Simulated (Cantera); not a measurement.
A perfectly stirred reactor is fed with 87.0 % NH3, 13.0 % H2, at 0.0170 bar; it is held at 2175 K, and followed from long to short residence time.

Detailed kinetics in Cantera: the gas-phase N/H chemistry of the illustrative SiF4/NH3 mechanism in the Surface Chemkin manual (1991). Walls and surfaces, which speed up NH3 decomposition in real reactors, are not modelled.

One state of this run: x NH3 = 0.157; x H2 = 0.651; x NH2 = 0.000895; x N2 = 0.190; x N2H4 = 1.72e-9. x: mole fraction; the columns are a selection and need not sum to one.

Task: Which value of τ (s) does it belong to?
A. 0.015
B. 0.0070
C. 0.80
D. 0.36

Result: C, 0.80
